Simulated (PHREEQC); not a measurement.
# Acid mine or pickling water: speciation

Synthetic water in mg/L, 25 °C, pH 3.55, pe 10.7:

| constituent | mg/L |
|---|---|
| Na | 202 |
| K | 251 |
| Ca | 334 |
| Mg | 36.8 |
| Cl | 33.4 |
| S(6) as SO4 | 2570 |
| Si as SiO2 | 6.1 |
| Sr | 23.7 |
| Mn(2) | 59.9 |
| Cu(2) | 42.7 |
| Fe(3) | 464 |

Cl is adjusted to close the charge balance.
Valence states are taken as typed.

Model: ion-association model, phreeqc.dat, run in PHREEQC.

```
Quantity                   Value
----------------  --------------
ionic strength    0.0773 mol/kgw
total alkalinity    -10.9 meq/kg
```

```
species     molality  activity   log γ
----------  --------  --------  ------
SO4-2         0.0180   0.00728  -0.393
Na+          0.00851   0.00681  -0.097
K+           0.00614   0.00481  -0.106
Ca+2         0.00545   0.00229  -0.377
Cl-          0.00461   0.00362  -0.105
CaSO4        0.00291   0.00297   0.008
FeSO4+       0.00280   0.00224  -0.097
FeOH+2       0.00157  0.000642  -0.389
Fe(OH)2+    0.000937  0.000753  -0.095
Mg+2        0.000879  0.000382  -0.362
Mn+2        0.000704  0.000303  -0.366
MgSO4       0.000641  0.000652   0.008
Fe3(OH)4+5  0.000525   1.74e-6  -2.478
Fe(SO4)2-   0.000449  0.000357  -0.099
Fe2(OH)2+4  0.000427   1.11e-5  -1.586
```

Precipitation was switched off in this run. Saturation is exceeded, for instance for Jarosite-K, Fe(OH)3(a); the values hold only as long as no solid forms.
